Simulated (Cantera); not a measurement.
Input: 1 mol SiCl₄, 3 mol O₂, held at 1575 K and 1.33 mbar.

Method: chemical equilibrium by Gibbs-energy minimisation in Cantera with the NASA 1993 tables (ideal gas, pure condensed phases). Candidate condensed phases: Si, SiO₂; 15 gas species. The tables hold silica as quartz up to 1696 K and as liquid above; real silica turns to tridymite and cristobalite and melts near 1996 K. Equilibrium is a limit: real reactors are often held back by kinetics, nucleation or transport.

Base state: Cl 0.596, O₂ 0.351, Cl₂ 0.0530, ClO 0.000289, O 0.000174 (mole fractions); condensed: SiO₂(β-quartz).

### Question
What changes in the equilibrium state with this change: SiCl₄ replaced by SiH₄?

### Answer
```tsv
species	before	after
H₂O	0	0.665
O₂	0.351	0.333
OH	0	0.00221
Cl	0.596	0
Cl₂	0.0530	0
ClO	0.000289	0
H₂	0	0.000155
H	0	1.42e-5
O	0.000174	0.000169
SiO₂(β-quartz), mol	1.00	1.00
```
Further candidate phases: H₂O.

### Question
What changes in the equilibrium state with this change: temperature from 1575 K to 898 K?

### Answer
```csv
species,before,after
O₂,0.351,0.500
Cl₂,0.0530,0.499
Cl,0.596,0.00138
O,0.000174,<1e-9
ClO,0.000289,3.01e-6
"SiO₂(β-quartz), mol",1.00,1.00
```

### Question
What changes in the equilibrium state with this change: SiCl₄ replaced by TEOS?

### Answer
| species | before | after |
|---|---|---|
| H₂ | 0 | 0.551 |
| CO | 0 | 0.442 |
| SiO | 2.30e-9 | 0.00267 |
| Cl | 0.596 | 0 |
| O₂ | 0.351 | <1e-9 |
| Cl₂ | 0.0530 | 0 |
| H₂O | 0 | 0.00209 |
| H | 0 | 0.000845 |
| CO₂ | 0 | 0.000578 |
| ClO | 0.000289 | 0 |
| SiO₂(β-quartz), mol | 1.00 | 0.952 |
The feed counts by its element totals alone. Further candidate phases: C, C₆H₆, C₇H₈, C₈H₁₈, H₂O, SiC.
